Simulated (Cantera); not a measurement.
Charge: 1 mol CH₃OH, a varied amount of CO₂, held at 552 °C and 0.133 bar.

Cantera equilibrium calculation (NASA polynomials, part measured and part estimated; ideal gas, pure solids and liquids). Candidate condensed phases: C, C₆H₆, C₇H₈, C₈H₁₈, H₂O; 110 gas species. Kinetics and transport are ignored.

### Question
What share of the C ends up in condensed phases as a function of n(CO₂) (mol), at 0.16, 0.28, 0.49, 0.86, 1.5, 2.6, 4.6?

### Answer
```json
[
 {"n(CO₂) (mol)": "0.16", "C condensed (%)": "33.8", "as": "C(graphite)"},
 {"n(CO₂) (mol)": "0.28", "C condensed (%)": "30.1", "as": "C(graphite)"},
 {"n(CO₂) (mol)": "0.49", "C condensed (%)": "24.8", "as": "C(graphite)"},
 {"n(CO₂) (mol)": "0.86", "C condensed (%)": "17.6", "as": "C(graphite)"},
 {"n(CO₂) (mol)": "1.5", "C condensed (%)": "9.5", "as": "C(graphite)"},
 {"n(CO₂) (mol)": "2.6", "C condensed (%)": "1.5", "as": "C(graphite)"},
 {"n(CO₂) (mol)": "4.6", "C condensed (%)": "0.0", "as": "-"}
]
```
